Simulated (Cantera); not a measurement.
Charge: 1 mol Ni, 0.16 mol H₂S, 29 mol N₂, held at 898.15 K and 8300 Pa.

Method: chemical equilibrium by Gibbs-energy minimisation in Cantera with the NASA 1993 tables (ideal gas, pure condensed phases). Candidate condensed phases: Ni, NiS, NiS₂, Ni₃S₂, Ni₃S₄, S; 17 gas species. The numbers say what is thermodynamically allowed, not how fast it happens.

Q: What is the equilibrium state?

A: 
```
Item                                    Result
----------------------------------  ----------
x(N₂)                                    0.995
x(H₂)                                  0.00548
x(H₂S)                                 9.31e-6
n(Ni(s))                             0.760 mol
n(Ni₃S₂(s))                         0.0799 mol
gas amount                           29.16 mol
log10 activity of NiS(s) (absent)        -1.10
log10 activity of NiS₂(s) (absent)       -5.26
log10 activity of S(l) (absent)          -5.49
```
